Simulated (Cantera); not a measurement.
A closed system holds: 1 mol N2O, 0.81 mol H2O, 2.6 mol H2, at 1500 K and 0.0100 bar.

Cantera equilibrium calculation (NASA polynomials, part measured and part estimated; ideal gas, pure solids and liquids). Candidate condensed phases: H2O; 24 gas species. The numbers say what is thermodynamically allowed, not how fast it happens.

Base state: H2O 0.410, H2 0.363, N2 0.227, H 0.000106 (mole fractions); condensed: gas only.

Task: What changes in the equilibrium state with this change: temperature from 1500 K to 2698 K?

Result: 
| species | before | after |
|---|---|---|
| H | 0.000106 | 0.278 |
| H2 | 0.363 | 0.242 |
| H2O | 0.410 | 0.192 |
| O | <1e-9 | 0.0410 |
| O2 | <1e-9 | 0.0131 |
| OH | 3.43e-6 | 0.0562 |
| N2 | 0.227 | 0.174 |
| NO | 3.07e-8 | 0.00373 |

Task: What changes in the equilibrium state with this change: temperature from 1500 K to 3198 K?

Result: 
| species | before | after |
|---|---|---|
| H | 0.000106 | 0.637 |
| O | <1e-9 | 0.163 |
| N2 | 0.227 | 0.111 |
| H2O | 0.410 | 0.00472 |
| H2 | 0.363 | 0.0520 |
| OH | 3.43e-6 | 0.0222 |
| O2 | <1e-9 | 0.00579 |
| N | <1e-9 | 0.000154 |
| NO | 3.07e-8 | 0.00373 |
